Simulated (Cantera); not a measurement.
A perfectly stirred reactor is fed with C2H6 : N2 = 1 : 150 (molar parts), at 10.00 Torr; it is held at 1625 K, and followed from long to short residence time.

Model: GRI-Mech 3.0 (53 species, 325 reactions), integrated in Cantera. GRI-Mech 3.0 stops at C3 and has no aromatics, soot or wall deposition, so with more carbon than oxygen in the feed, carbon stays in small species such as C2H2 where larger ones or solid carbon would form. Radical loss at walls, strong at low pressure, is not modelled.

Task: What does this change do: pressure from 10.00 Torr to 1.00 bar?

Result: 
```
quantity                  before     after
----------------------  --------  --------
x(C2H6) at τ = 7.30 s    1.79e-6   4.17e-7
x(CH4) at τ = 7.30 s    0.000239  0.000720
x(CH3) at τ = 7.30 s     6.62e-5   1.06e-5
x(C2H) at τ = 7.30 s     3.26e-7   1.72e-8
x(HCN) at τ = 7.30 s    0.000243   7.55e-6
x(C2H6) at τ = 37.0 ms  0.000248   4.16e-5
x(CH4) at τ = 37.0 ms    0.00104   0.00195
x(CH3) at τ = 37.0 ms   0.000850   9.81e-5
x(C2H) at τ = 37.0 ms    5.62e-7   5.08e-8
x(HCN) at τ = 37.0 ms    2.41e-5   3.38e-6
```

Task: What does this change do: pressure from 10.00 Torr to 0.520 bar?

Result: 
```csv
quantity,before,after
x(C2H6) at τ = 7.30 s,1.79e-6,4.93e-7
x(CH4) at τ = 7.30 s,0.000239,0.000673
x(CH3) at τ = 7.30 s,6.62e-5,1.50e-5
x(C2H) at τ = 7.30 s,3.26e-7,2.60e-8
x(HCN) at τ = 7.30 s,0.000243,1.36e-5
x(C2H6) at τ = 37.0 ms,0.000248,4.52e-5
x(CH4) at τ = 37.0 ms,0.00104,0.00148
x(CH3) at τ = 37.0 ms,0.000850,0.000133
x(C2H) at τ = 37.0 ms,5.62e-7,9.41e-8
x(HCN) at τ = 37.0 ms,2.41e-5,7.72e-6
```

Task: What does this change do: C2H6 1 to 3.4 parts?

Result: 
```tsv
quantity	before	after
x(C2H6) at τ = 7.30 s	1.79e-6	4.46e-6
x(CH4) at τ = 7.30 s	0.000239	0.000956
x(CH3) at τ = 7.30 s	6.62e-5	0.000140
x(C2H) at τ = 7.30 s	3.26e-7	5.70e-7
x(HCN) at τ = 7.30 s	0.000243	0.000147
x(C2H6) at τ = 37.0 ms	0.000248	0.000639
x(CH4) at τ = 37.0 ms	0.00104	0.00503
x(CH3) at τ = 37.0 ms	0.000850	0.00176
x(C2H) at τ = 37.0 ms	5.62e-7	8.71e-7
x(HCN) at τ = 37.0 ms	2.41e-5	1.39e-5
```
